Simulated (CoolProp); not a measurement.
Vapour pressure (MPa) of 1-butene: the reference equation beside estimates from Tc = 419.3 K, pc = 4.006 MPa, ω = 0.192.

Model: reference Helmholtz-energy equation of state, Lemmon 2005, in CoolProp. It is a short technical equation, of lower accuracy than the large ones.

| T (K) | reference | Lee-Kesler | Peng-Robinson |
|---|---|---|---|
| 327.5 | 0.6640 | 0.6683 | 0.6634 |
| 331.9 | 0.7393 | 0.7443 | 0.7392 |
| 336.2 | 0.8188 | … | 0.8193 |
| 340.6 | … | … | 0.9078 |
| 344.9 | 0.9986 | 1.006 | … |
| 349.3 | 1.100 | … | 1.103 |
| 353.6 | 1.206 | 1.214 | 1.211 |
| 358 | … | 1.331 | 1.329 |
| 362.3 | 1.444 | … | 1.452 |
| 366.7 | … | 1.586 | 1.586 |

Task: Some entries are withheld; supply them.

Result: 
- 336.2, Lee-Kesler: 0.8244
- 340.6, reference: 0.9064
- 340.6, Lee-Kesler: 0.9128
- 344.9, Peng-Robinson: 1.001
- 349.3, Lee-Kesler: 1.107
- 358, reference: 1.322
- 362.3, Lee-Kesler: 1.453
- 366.7, reference: 1.576

Absolute difference from the reference over all 10 rows, mean and median: Lee-Kesler 0.7 and 0.7 %, Peng-Robinson 0.3 and 0.3 %.
